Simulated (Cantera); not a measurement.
Charge: 1 mol TEOS, 20 mol NO, 2.3 mol H2, at 1000 °C and 203 Torr.

Cantera equilibrium calculation (NASA polynomials, part measured and part estimated; ideal gas, pure solids and liquids). Candidate condensed phases: C, C6H6, C7H8, C8H18, H2O, Si, SiC, SiO2, Si2N2O, Si3N4; 151 gas species. The feed counts by its element totals alone. The tables hold silica as quartz up to 1696 K and as liquid above; real silica turns to tridymite and cristobalite and melts near 1996 K. Gases not in the tables: Si(OH)4. Kinetics and transport are ignored.

Base state: N2 0.330, H2O 0.297, CO2 0.165, H2 0.109, CO 0.0994 (mole fractions); condensed: SiO2(β-quartz).

Q: What changes in the equilibrium state with this change: TEOS replaced by SiF4?

A: 
```tsv
species	before	after
N2	0.330	0.437
O2	<1e-9	0.387
HF	0	0.125
H2O	0.297	0.0382
CO2	0.165	0
CO	0.0994	0
H2	0.109	6.28e-9
SiF4	0	0.0125
NO	<1e-9	0.000334
SiO2(β-quartz), mol	1.00	0.714
```

Q: What changes in the equilibrium state with this change: temperature from 1000 °C to 627 °C?

A: 
```tsv
species	before	after
N2	0.330	0.330
H2O	0.297	0.253
CO2	0.165	0.209
CO	0.0994	0.0549
H2	0.109	0.153
CH4	3.48e-9	4.28e-5
NH3	7.68e-7	1.12e-5
SiO2(β-quartz), mol	1.00	1.00
```

Q: What changes in the equilibrium state with this change: temperature from 1000 °C to 727 °C?

A: 
```json
[
 {"species": "N2", "before": "0.330", "after": "0.330"},
 {"species": "H2O", "before": "0.297", "after": "0.268"},
 {"species": "CO2", "before": "0.165", "after": "0.194"},
 {"species": "CO", "before": "0.0994", "after": "0.0698"},
 {"species": "H2", "before": "0.109", "after": "0.138"},
 {"species": "SiO2(β-quartz), mol", "before": "1.00", "after": "1.00"}
]
```
